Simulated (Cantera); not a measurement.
# Thermodynamics of chlorosilane synthesis and conversion, feed Si + Cl₂ + H₂

Feed: 1 mol Si, 0.61 mol Cl₂, 10 mol H₂, at 1130 Torr.

Cantera equilibrium calculation (NASA polynomials, part measured and part estimated; ideal gas, pure solids and liquids). Candidate condensed phases: Si; 19 gas species. The tables' values for SiCl₃ are old estimates; treat these amounts as uncertain. The numbers say what is thermodynamically allowed, not how fast it happens.

```json
[
 {"T (K)": "748", "x H₂": "0.965", "x HCl": "0.000381", "x SiHCl₃": "0.0175", "x SiCl₄": "0.0158", "x SiCl₂": "1.29e-7", "n Si(s)": "0.643"},
 {"T (K)": "798", "x H₂": "0.965", "x HCl": "0.000783", "x SiHCl₃": "0.0172", "x SiCl₄": "0.0159", "x SiCl₂": "6.47e-7", "n Si(s)": "0.645"},
 {"T (K)": "848", "x H₂": "0.964", "x HCl": "0.00147", "x SiHCl₃": "0.0169", "x SiCl₄": "0.0159", "x SiCl₂": "2.67e-6", "n Si(s)": "0.647"},
 {"T (K)": "898", "x H₂": "0.963", "x HCl": "0.00258", "x SiHCl₃": "0.0165", "x SiCl₄": "0.0158", "x SiCl₂": "9.32e-6", "n Si(s)": "0.651"},
 {"T (K)": "948", "x H₂": "0.962", "x HCl": "0.00424", "x SiHCl₃": "0.0160", "x SiCl₄": "0.0157", "x SiCl₂": "2.84e-5", "n Si(s)": "0.655"},
 {"T (K)": "998", "x H₂": "0.961", "x HCl": "0.00659", "x SiHCl₃": "0.0155", "x SiCl₄": "0.0154", "x SiCl₂": "7.66e-5", "n Si(s)": "0.662"},
 {"T (K)": "1048", "x H₂": "0.958", "x HCl": "0.00979", "x SiHCl₃": "0.0149", "x SiCl₄": "0.0148", "x SiCl₂": "0.000186", "n Si(s)": "0.671"},
 {"T (K)": "1098", "x H₂": "0.955", "x HCl": "0.0139", "x SiHCl₃": "0.0140", "x SiCl₄": "0.0141", "x SiCl₂": "0.000412", "n Si(s)": "0.682"},
 {"T (K)": "1148", "x H₂": "0.951", "x HCl": "0.0190", "x SiHCl₃": "0.0130", "x SiCl₄": "0.0130", "x SiCl₂": "0.000836", "n Si(s)": "0.695"},
 {"T (K)": "1198", "x H₂": "0.947", "x HCl": "0.0251", "x SiHCl₃": "0.0118", "x SiCl₄": "0.0117", "x SiCl₂": "0.00157", "n Si(s)": "0.709"},
 {"T (K)": "1248", "x H₂": "0.941", "x HCl": "0.0319", "x SiHCl₃": "0.0104", "x SiCl₄": "0.0100", "x SiCl₂": "0.00272", "n Si(s)": "0.724"},
 {"T (K)": "1298", "x H₂": "0.936", "x HCl": "0.0392", "x SiHCl₃": "0.00883", "x SiCl₄": "0.00819", "x SiCl₂": "0.00437", "n Si(s)": "0.737"},
 {"T (K)": "1348", "x H₂": "0.930", "x HCl": "0.0464", "x SiHCl₃": "0.00713", "x SiCl₄": "0.00627", "x SiCl₂": "0.00650", "n Si(s)": "0.750"},
 {"T (K)": "1398", "x H₂": "0.924", "x HCl": "0.0530", "x SiHCl₃": "0.00545", "x SiCl₄": "0.00446", "x SiCl₂": "0.00897", "n Si(s)": "0.759"}
]
```
x: gas mole fraction; n: condensed amount in mol.

From 748 K to 1398 K the condensed part is Si(s). The main Si-bearing gas is SiHCl₃ at 748 K and SiCl₂ at 1398 K. The share of Si in condensed phases is highest at 1398 K (75.9 %) and lowest at 748 K (64.3 %).
